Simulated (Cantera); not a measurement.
An isothermal, constant-pressure homogeneous reactor starts with 78.7 % NO, 21.3 % N2, at 1700 K and 120000 Pa.

Computed with Cantera and GRI-Mech 3.0 (53 species, 325 reactions).

x: mole fraction; the columns are a selection and need not sum to one.

```csv
t (s),x NO,x N2O,x NO2,x O,x N2,x O2
3.00e-6,0.787,2.00e-7,4.28e-8,1.57e-7,0.213,6.69e-11
9.97e-6,0.787,6.64e-7,3.41e-7,3.24e-7,0.213,5.45e-10
3.31e-5,0.787,2.20e-6,1.81e-6,4.09e-7,0.213,3.22e-9
0.000110,0.787,7.23e-6,6.98e-6,4.54e-7,0.213,1.72e-8
0.000366,0.787,2.32e-5,2.48e-5,6.01e-7,0.213,1.31e-7
0.00122,0.787,6.91e-5,8.85e-5,1.10e-6,0.213,1.86e-6
0.00404,0.787,0.000164,0.000290,2.53e-6,0.213,4.20e-5
0.0134,0.785,0.000239,0.000491,3.84e-6,0.213,0.000533
0.0446,0.781,0.000243,[?],[?],0.215,[?]
0.148,0.768,0.000233,0.000714,5.50e-6,0.222,0.00928
0.492,0.725,0.000207,0.00102,8.09e-6,0.243,0.0302
1.64,0.612,0.000145,0.00137,1.26e-5,0.300,0.0867
5.43,[?],[?],0.00131,[?],[?],[?]
18.1,0.171,1.12e-5,0.000710,2.29e-5,0.521,0.308
60.0,0.0487,1.07e-6,0.000221,2.50e-5,0.582,0.369
```

**Question.** What belongs in the gaps?

**Answer.** 
- 0.0446, x NO2: 0.000559
- 0.0446, x O: 4.33e-6
- 0.0446, x O2: 0.00258
- 5.43, x NO: 0.397
- 5.43, x N2O: 6.02e-5
- 5.43, x O: 1.84e-5
- 5.43, x N2: 0.408
- 5.43, x O2: 0.194
